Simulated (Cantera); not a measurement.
Input (Python, Cantera) and output of one run.

```python
import numpy as np
import cantera as ct

gas_names = """
    F2 CF4 CuF2 CF2
""".split()
cond_names = """
    C(gr) Cu(cr) Cu(L) CuF2(s) CuF2(L)
""".split()


# ... load() reads the species with a 1 bar reference pressure and builds the phases ...
species = {s.name: s for s in load("nasa_gas.yaml", gas_names) + load("nasa_condensed.yaml", cond_names)}
# Each term lists the table entries of one substance; the one whose range holds T is used.
reactions = {
    '0.5 C + F2(g) = 0.5 CF4(g)':
        [(-0.5, ['C(gr)']), (-1, ['F2']), (0.5, ['CF4'])],
    'Cu + F2(g) = CuF2(g)':
        [(-1, ['Cu(cr)', 'Cu(L)']), (-1, ['F2']), (1, ['CuF2'])],
    'C + F2(g) = CF2(g)':
        [(-1, ['C(gr)']), (-1, ['F2']), (1, ['CF2'])],
    'Cu + F2(g) = CuF2':
        [(-1, ['Cu(cr)', 'Cu(L)']), (-1, ['F2']), (1, ['CuF2(s)', 'CuF2(L)'])],
}


def pick(names, T):
    return next(species[n] for n in names if species[n].thermo.min_temp <= T <= species[n].thermo.max_temp)


results = []
for label, terms in reactions.items():
    print(label)
    print("     T/K   dH/kJ  dS/(J/K)   dG/kJ   log10 K")
    for T in [300, 425, 625, 825, 1025, 1225, 1425, 1625, 1825]:
        used = [(nu, pick(names, T)) for nu, names in terms]
        dH = sum(nu * s.thermo.h(T) for nu, s in used) / 1e6
        dS = sum(nu * s.thermo.s(T) for nu, s in used) / 1e3
        dG = dH - T * dS / 1e3
        logK = -dG * 1e6 / (ct.gas_constant * T * np.log(10))
        results.append((label, T, dH, dS, dG, logK, [s.name for _, s in used]))
        print(f"{T:8g} {dH:8.1f} {dS:8.1f} {dG:8.1f} {logK:8.2f}")
```

Output:

```
0.5 C + F2(g) = 0.5 CF4(g)
     T/K   dH/kJ  dS/(J/K)   dG/kJ   log10 K
     300   -466.6    -75.0   -444.1    77.32
     425   -467.0    -76.2   -434.6    53.41
     625   -467.2    -76.6   -419.3    35.04
     825   -467.1    -76.5   -404.0    25.58
    1025   -466.8    -76.2   -388.7    19.81
    1225   -466.5    -75.9   -373.5    15.93
    1425   -466.2    -75.7   -358.4    13.14
    1625   -466.0    -75.5   -343.2    11.03
    1825   -465.7    -75.4   -328.1     9.39
Cu + F2(g) = CuF2(g)
     T/K   dH/kJ  dS/(J/K)   dG/kJ   log10 K
     300   -267.0     31.1   -276.3    48.11
     425   -267.9     28.6   -280.0    34.41
     625   -269.3     25.9   -285.4    23.85
     825   -270.7     23.8   -290.4    18.39
    1025   -272.4     22.0   -295.0    15.03
    1225   -274.5     20.1   -299.2    12.76
    1425   -290.2      8.5   -302.4    11.08
    1625   -292.9      6.8   -303.9     9.77
    1825   -295.5      5.2   -305.1     8.73
C + F2(g) = CF2(g)
     T/K   dH/kJ  dS/(J/K)   dG/kJ   log10 K
     300   -182.0     32.3   -191.7    33.38
     425   -182.2     31.8   -195.7    24.05
     625   -182.7     30.9   -202.0    16.88
     825   -183.4     29.9   -208.1    13.17
    1025   -184.3     29.0   -213.9    10.90
    1225   -185.2     28.1   -219.6     9.37
    1425   -186.4     27.2   -225.2     8.25
    1625   -187.6     26.4   -230.5     7.41
    1825   -188.9     25.7   -235.8     6.75
Cu + F2(g) = CuF2
     T/K   dH/kJ  dS/(J/K)   dG/kJ   log10 K
     300   -538.9   -158.4   -491.4    85.55
     425   -537.3   -154.1   -471.8    57.99
     625   -533.7   -147.2   -441.7    36.91
     825   -529.2   -141.0   -412.9    26.14
    1025   -524.4   -135.8   -385.2    19.63
    1225   -463.3    -80.8   -364.3    15.54
    1425   -470.4    -85.9   -348.0    12.76
    1625   -464.6    -82.1   -331.2    10.65
    1825   -458.8    -78.7   -315.2     9.02
```

Source: NASA polynomial tables (part measured, part estimated), evaluated in Cantera. Condensed species are held in their standard states even where they would react or evaporate.
